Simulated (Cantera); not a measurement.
Feed: 1 mol Si, 3.5 mol H2, at 4.80 bar.

Cantera equilibrium calculation (NASA polynomials, part measured and part estimated; ideal gas, pure solids and liquids). Candidate condensed phases: Si; 9 gas species. Gases not in the tables: Si2H6 and higher silanes. Kinetics and transport are ignored.

Q: Which condensed phases are stable at each of these points (T (K)): 1450, 1475, 1500, 1525, 1550, 1575, 1600, 1625, 1650, 1675, 1700?

A: 
| T (K) | condensed phases | Si condensed (%) |
|---|---|---|
| 1450 | Si(s) | 100.0 |
| 1475 | Si(s) | 100.0 |
| 1500 | Si(s) | 100.0 |
| 1525 | Si(s) | 100.0 |
| 1550 | Si(s) | 100.0 |
| 1575 | Si(s) | 100.0 |
| 1600 | Si(s) | 100.0 |
| 1625 | Si(s) | 100.0 |
| 1650 | Si(s) | 100.0 |
| 1675 | Si(s) | 100.0 |
| 1700 | Si(l) | 100.0 |

From 1450 K to 1675 K the condensed part is Si(s). At 1700 K the condensed part is Si(l).
